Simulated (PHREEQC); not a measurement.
A column of 0.2 m (40 cells, dispersivity 0.01 m, 60 s a shift, diffusion coefficient 3e-10 m²/s) holds 0.0028 eq of the database's cation exchanger X per kg of pore water, first in equilibrium with 0.0028 mol/kgw NH4Cl and 1e-05 mol/kgw HCl. It is flushed with 0.00092 mol/kgw MnCl2 and 1e-05 mol/kgw HCl, at 25 °C. Values are for the last cell. CO2 from the air is kept out. Nothing may precipitate in this run.

The numbers come from PHREEQC with the ion-association model, phreeqc.dat.

Q: Predict NH4 in solution (mol/kgw) at pore volumes = 1.212, 1.413, 2.413, 4.013, 5.812.

A: 
```tsv
pore volumes	NH4 in solution (mol/kgw)
1.212	0.00205
1.413	0.00194
2.413	0.00124
4.013	7.07e-7
5.812	3.88e-10
```
